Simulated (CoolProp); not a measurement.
Decamethyltetrasiloxane (MD2M) along the isotherm 326.85 °C: Z from the reference equation and from simpler models built on Tc = 326.2 °C, pc = 1.144 MPa, ω = 0.635; each cubic takes its own stable root.

Computed with CoolProp (reference Helmholtz-energy equation of state, Thol 2017).

```
p (MPa)          phase  reference
-------  -------------  ---------
0.477              gas     0.8514
0.953              gas     0.6241
1.43     supercritical     0.2074
1.91     supercritical     0.2557
2.38     supercritical     0.3058
2.86     supercritical     0.3568
3.34     supercritical     0.4073
3.81     supercritical     0.4562
4.29     supercritical     0.5056
4.77     supercritical     0.5544
5.24     supercritical     0.6017
5.72     supercritical     0.6495
```

### Question
How far does each simpler model (van der Waals, Redlich-Kwong, Soave-Redlich-Kwong) lie from the reference over these 12 states: mean and median of the absolute difference, and the worst?

### Answer
- van der Waals: mean 36.2 %, median 40.9 %, worst +51.0 % at 326.85 °C and 1.43 MPa
- Redlich-Kwong: mean 12.4 %, median 11.8 %, worst +26.8 % at 326.85 °C and 1.43 MPa
- Soave-Redlich-Kwong: mean 12.5 %, median 11.8 %, worst +27.2 % at 326.85 °C and 1.43 MPa
